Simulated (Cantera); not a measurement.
A Cantera script and its output.

```python
import numpy as np
import cantera as ct

gas = ct.Solution("gri30.yaml")
gas.TPX = 1400, 15, {'C3H8': 1, 'H2': 4.5}
reactor = ct.IdealGasConstPressureReactor(gas, energy="off", clone=False)
net = ct.ReactorNet([reactor])
net.rtol, net.atol = 1e-08, 1e-18
show = ['C3H8', 'H2', 'CH3', 'C2H4', 'CH2', 'C2H', 'H']
times = np.geomspace(0.0003, 200, 11)

steps = ct.SolutionArray(gas, extra=["t"])
rows = []
print(f"{'t/s':>10s}{'T/K':>9s}{'P/Pa':>11s}" + "".join(f"{s:>11s}" for s in show))
for t in times:
    while net.time < t:
        t_next = net.step()
        steps.append(gas.state, t=t_next)
    rows.append([np.interp(t, steps.t, y) for y in (steps.T, steps.P, *steps(*show).X.T)])
    print(f"{t:10.3e}{rows[-1][0]:9.1f}{rows[-1][1]:11.4g}" + "".join(f"{x:11.3e}" for x in rows[-1][2:]))
rate = np.gradient(steps.T, steps.t)
print("integrator steps:", len(steps.t))
if steps.T.max() > steps.T[0] + 200:
    print(f"time of steepest temperature rise: {steps.t[rate.argmax()]:.4e} s")
gas.TPX = 1400, 15, {'C3H8': 1, 'H2': 4.5}
gas.equilibrate("TP")
print(f"equilibrium (TP): T = {gas.T:.1f} K  " + "  ".join(f"{s} {gas[s].X[0]:.3e}" for s in show))
```

Result:

```
       t/s      T/K       P/Pa       C3H8         H2        CH3       C2H4        CH2        C2H          H
 3.000e-04   1400.0         15  1.816e-01  8.180e-01  1.611e-04  4.661e-06  3.440e-11  9.859e-21  5.486e-06
 1.147e-03   1400.0         15  1.810e-01  8.176e-01  6.289e-04  9.369e-05  2.240e-09  1.178e-17  4.310e-05
 4.384e-03   1400.0         15  1.777e-01  8.153e-01  2.978e-03  1.601e-03  1.485e-07  1.910e-14  1.751e-04
 1.676e-02   1400.0         15  1.563e-01  7.995e-01  1.424e-02  1.643e-02  3.207e-06  1.873e-11  5.775e-04
 6.407e-02   1400.0         15  4.012e-02  7.147e-01  3.071e-02  1.031e-01  9.013e-06  1.637e-08  2.659e-03
 2.449e-01   1400.0         15  5.598e-05  6.973e-01  5.504e-03  9.539e-02  1.685e-06  7.373e-08  1.185e-03
 9.364e-01   1400.0         15  4.953e-08  7.055e-01  1.230e-03  7.158e-02  2.097e-07  2.592e-08  2.819e-04
 3.580e+00   1400.0         15  7.150e-10  7.113e-01  3.730e-04  5.283e-02  2.753e-08  1.002e-08  8.792e-05
 1.369e+01   1400.0         15  5.735e-11  7.168e-01  1.465e-04  3.394e-02  4.850e-09  4.802e-09  3.543e-05
 5.232e+01   1400.0         15  3.147e-11  7.232e-01  1.271e-04  1.161e-02  3.755e-09  5.095e-09  3.174e-05
 2.000e+02   1400.0         15  5.974e-10  7.327e-01  3.971e-04  6.574e-04  3.443e-08  1.913e-08  1.092e-04
integrator steps: 1197
equilibrium (TP): T = 1400.0 K  C3H8 4.085e-17  H2 8.231e-01  CH3 1.116e-06  C2H4 1.793e-05  CH2 3.548e-10  C2H 7.528e-08  H 3.628e-04
```

Model: GRI-Mech 3.0 (53 species, 325 reactions), integrated in Cantera. GRI-Mech 3.0 was tuned for natural gas; its chemistry of propane as a main component is partial and can be far from experiment. GRI-Mech 3.0 stops at C3 and has no aromatics, soot or wall deposition, so with more carbon than oxygen in the feed, carbon stays in small species such as C2H2 where larger ones or solid carbon would form. Radical loss at walls, strong at low pressure, is not modelled.
